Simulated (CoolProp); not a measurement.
Properties of C3F8 (R218) at several states.

The numbers come from the reference Helmholtz-energy equation of state, Lemmon 2006 in CoolProp. It is a short technical equation, of lower accuracy than the large ones.

| T (°C) | p (MPa) | phase | isothermal compressibility (1/MPa) | conductivity (mW/(m K)) |
|---|---|---|---|---|
| -112.65 | 6.19 | liquid | … | … |
| -81.25 | 0.465 | liquid | 0.001501 | … |
| 77.05 | 0.16 | gas | 6.373 | … |
| -94.05 | 0.119 | liquid | … | … |

Fill in the missing entries.


- -112.65, isothermal compressibility (1/MPa): 0.0009264
- -112.65, conductivity (mW/(m K)): 81.5
- -81.25, conductivity (mW/(m K)): 73.6
- 77.05, conductivity (mW/(m K)): 16.7
- -94.05, isothermal compressibility (1/MPa): 0.001268
- -94.05, conductivity (mW/(m K)): 76.3

Thermal conductivity comes from a separate model (Huber 2003), an estimate that may be off by 10 % or more.
